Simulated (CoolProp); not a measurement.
CF4 (R14) at 335.71 K and 0.127 MPa flows at 0.23 m/s in a round tube of 100 mm bore and 15 µm roughness, fully developed (64/Re and Nu = 3.66 if laminar; Colebrook and Gnielinski if turbulent). Each further row changes one setting.

The numbers come from the reference Helmholtz-energy equation of state, Platzer 1990 in CoolProp. This equation is an older, rougher fit.

| case | Reynolds number | Darcy friction factor | pressure drop (Pa/m) | heat-transfer coefficient (W/(m² K)) | mass flow (kg/h) |
|---|---|---|---|---|---|
| as stated | 4840 | 0.0379 | 0.0403 | 3.07 | 26.1 |
| velocity 0.46 m/s | 9680 | 0.0314 | 0.133 | 5.66 | 52.2 |
| diameter 200 mm | 9680 | 0.0313 | 0.0166 | 2.82 | 104 |

Viscosity comes from a separate model (Huber 2003), an estimate that may be off by 10 % or more. Thermal conductivity comes from a separate model (Huber 2003), an estimate that may be off by 10 % or more.
